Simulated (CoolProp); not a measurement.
n-butane at 293.15 K and 2.5 MPa is throttled through a valve to 0.298 MPa with no heat exchange. Each further row changes one setting.

Computed with CoolProp (reference Helmholtz-energy equation of state, Bücker 2006).

| case | temperature change (K) | final phase | final density (kg/m³) |
|---|---|---|---|
| as stated | … | liquid | 578 |
| outlet pressure 0.0894 MPa | … | … | … |
| outlet pressure 0.387 MPa | … | liquid | 578 |

**Question.** Fill in the missing entries.

**Answer.** 
- as stated, temperature change (K): +0.7
- outlet pressure 0.0894 MPa, temperature change (K): -23.7
- outlet pressure 0.0894 MPa, final phase: two-phase, vapour fraction 0.148
- outlet pressure 0.0894 MPa, final density (kg/m³): 15.9
- outlet pressure 0.387 MPa, temperature change (K): +0.6
